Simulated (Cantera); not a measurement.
Input (Python, Cantera) and output of one run.

```python
import numpy as np
import cantera as ct

gas_names = [...]  # 110 gases of nasa_gas.yaml made of C, H, O
cond_names = """
    C(gr) C6H6(L) C7H8(L) C8H18(L),n-octa H2O(s) H2O(L)
""".split()


# ... load() reads the species with a 1 bar reference pressure and builds the phases ...
atoms = {
    'C': {'C': 1},
    'H2O': {'H': 2, 'O': 1},
}
top_T = {'C(gr)': 4500}  # K; cautious upper limits of use, not melting points


# ... equilibrate(T, P, feed) seeds the gas with the atoms and calls Mixture.equilibrate('TP', solver="vcs", rtol=1e-11, max_steps=5000) ...
results = []
feed = {'C': 1, 'H2O': 1.8}  # mol
P = 110  # Pa
for T in [798, 948, 1098, 1248, 1398, 1548, 1698, 1848, 1998]:
    mix = equilibrate(T, P, feed)
    results.append((T, P, feed, dict(zip(mix.species_names, mix.species_moles))))

top = {s: max(r[3][s] / sum(r[3][g] for g in gas_names) for r in results) for s in gas_names}
cols = sorted((s for s in top if top[s] > 0.0001), key=lambda s: -top[s])[:5]
seen = [c for c in cond_names if any(r[3].get(c, 0) > 1e-12 for r in results)]
print("log10 of partial pressures in bar; condensed amounts in mol")
print(f"{'T/K':>10s}" + "".join(f"{s[:9]:>10s}" for s in cols + seen))
for T, P, feed, n in results:
    ng = sum(n[g] for g in gas_names)
    print(f"{T:10.4g}" + "".join(f"{np.log10(max(n[s] / ng * P / 1e5, 1e-99)):10.3f}" for s in cols)
          + "".join(f"{n.get(c, 0):10.4g}" for c in seen))
```

Result:

```
log10 of partial pressures in bar; condensed amounts in mol
       T/K        H2        CO       H2O       CO2         H
       798    -3.235    -3.690    -3.901    -3.724   -13.192
       948    -3.271    -3.603    -3.768    -3.843   -10.916
      1098    -3.297    -3.551    -3.694    -3.951    -9.255
      1248    -3.316    -3.519    -3.650    -4.045    -7.989
      1398    -3.330    -3.498    -3.621    -4.124    -6.990
      1548    -3.340    -3.484    -3.602    -4.191    -6.182
      1698    -3.349    -3.474    -3.590    -4.247    -5.514
      1848    -3.360    -3.469    -3.583    -4.294    -4.956
      1998    -3.379    -3.468    -3.584    -4.334    -4.484
```

Equilibrium computed with Cantera from the NASA thermochemical tables; the gas is ideal and each condensed phase is pure.
